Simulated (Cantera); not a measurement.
Catalytic stagnation flow on Pt

A jet of CH4 : O2 : N2 = 0.023 : 0.12 : 0.79 (molar parts), equivalence ratio 0.38 at 300 K and 66.8 Torr hits a platinum plate 3.2 cm away at a mass flux of 0.094 kg/m²/s; the plate temperature is set and raised in steps from an oxygen-covered start.

Computed with Cantera and Deutschmann's 1995 Pt surface mechanism with GRI-Mech 3.0 gas chemistry. Catalytic surfaces can have several steady states; this one follows from the mechanism file's or the stated starting coverage.

```csv
plate T (K),wall x CH4,wall x O2,wall x H2O,wall x OH,wall x CO,wall x CO2,θ free Pt,θ O*
900,0.0188,0.116,0.0110,2.17e-8,7.07e-6,0.00720,0.199,0.801
950,0.0155,0.109,0.0171,7.28e-8,8.07e-6,0.0113,0.266,0.733
1000,0.0124,0.102,0.0228,2.07e-7,8.76e-6,0.0150,0.336,0.663
1050,0.00991,0.0973,0.0273,5.15e-7,9.35e-6,0.0180,0.407,0.592
1100,0.00803,0.0933,0.0307,1.15e-6,9.99e-6,0.0203,0.475,0.524
1150,0.00664,0.0904,0.0332,2.34e-6,1.08e-5,0.0219,0.541,0.459
1200,0.00561,0.0883,0.0350,4.43e-6,1.19e-5,0.0231,0.602,0.398
1250,0.00485,0.0868,0.0362,7.86e-6,1.34e-5,0.0239,0.658,0.341
```
x: mole fraction at the wall; θ: surface coverage.
